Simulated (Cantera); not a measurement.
A closed system holds: 1 mol SiH₂Cl₂, 0.012 mol C₃H₈, a varied amount of H₂, equilibrated at 1600 K and 0.00140 bar.

Method: chemical equilibrium by Gibbs-energy minimisation in Cantera with the NASA 1993 tables (ideal gas, pure condensed phases). Candidate condensed phases: C, C₆H₆, C₇H₈, C₈H₁₈, Si, SiC; 109 gas species. Mutual solubility and eutectic melting of coexisting phases are not modelled. The tables' values for SiCl are old estimates; treat these amounts as uncertain. Kinetics and transport are ignored.

Q: At 110 mol H₂, list the 5 most abundant gas species with their mole fractions, and the condensed phases.

A: H₂ 0.982, HCl 0.0160, H 0.00144, SiCl₂ 0.000899, Si 6.96e-5. Condensed: Si(s) + SiC(s).
